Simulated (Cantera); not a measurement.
An isothermal, constant-pressure homogeneous reactor starts with 15.5 % H2, 9.71 % O2, 74.8 % N2, equivalence ratio 0.80, at 1150 K and 39000 Pa.

Detailed kinetics in Cantera: the H2/O2 subset of GRI-Mech 3.0, which has no nitrogen chemistry. The temperature is held fixed by assumption; the heat of reaction is taken as removed at once.

x: mole fraction; the columns are a selection and need not sum to one.

| t (s) | x H2 | x O2 | x OH | x O | x H2O2 | x H |
|---|---|---|---|---|---|---|
| 6.00e-6 | 0.155 | 0.0971 | 5.06e-11 | 8.96e-11 | <1e-12 | 9.51e-10 |
| 2.17e-5 | 0.155 | 0.0971 | 4.31e-10 | 8.72e-10 | 8.77e-12 | 6.30e-9 |
| 7.85e-5 | 0.155 | 0.0971 | 3.57e-8 | 7.36e-8 | 2.49e-10 | 5.00e-7 |
| 0.000284 | 0.0330 | 0.0437 | 0.00298 | 0.00713 | 1.65e-6 | 0.0465 |
| 0.00103 | 0.00278 | 0.0223 | 0.000714 | 0.000483 | 2.21e-6 | 0.00128 |
| 0.00371 | 0.000233 | 0.0211 | 0.000154 | 2.87e-5 | 8.22e-7 | 2.03e-5 |
| 0.0134 | … | 0.0210 | … | … | … | … |
| 0.0485 | 1.52e-6 | 0.0210 | 1.72e-5 | 3.08e-7 | 2.90e-8 | 1.92e-8 |
| 0.175 | 2.27e-7 | 0.0211 | 7.68e-6 | 6.10e-8 | 6.50e-9 | 1.52e-9 |
| 0.634 | 5.15e-8 | 0.0211 | 3.82e-6 | 1.51e-8 | 1.70e-9 | 1.83e-10 |
| 2.29 | 1.53e-8 | 0.0211 | 2.06e-6 | 4.42e-9 | 5.10e-10 | 3.04e-11 |
| 8.30 | 8.42e-9 | 0.0211 | 1.42e-6 | … | 2.47e-10 | 1.17e-11 |
| 30.0 | 8.04e-9 | 0.0211 | 1.37e-6 | 1.94e-9 | 2.29e-10 | 1.08e-11 |

Task: What belongs in the gaps?

Result: 
- 0.0134, x H2: 1.79e-5
- 0.0134, x OH: 4.63e-5
- 0.0134, x O: 2.33e-6
- 0.0134, x H2O2: 1.56e-7
- 0.0134, x H: 4.91e-7
- 8.30, x O: 2.10e-9
